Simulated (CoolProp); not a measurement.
Vapour-liquid equilibrium of dimethyl ether (1) + n-hexane (2) at 357.6 K; x and y are mole fractions of (1).

Computed with CoolProp (multi-fluid Helmholtz-energy mixture model, Wu 2011 and Thol 2019; pair parameters Bell 2016).

**Question.** Give the bubble pressure and the first vapour's composition at x = 0.725, 0.8, 0.875. Is there an azeotrope?

**Answer.** x = 0.725: 17.41 bar, y = 0.947; x = 0.8: 19.09 bar, y = 0.960; x = 0.875: 20.91 bar, y = 0.974. No azeotrope shows between x = 0.05 and 0.95.

Pair parameters are fitted to limited data, so mixtures are less certain than the pure fluids. The gap from Raoult's law changes sign with composition, which may be real or a fault of the pair parameters; it wasn't checked against measurements.
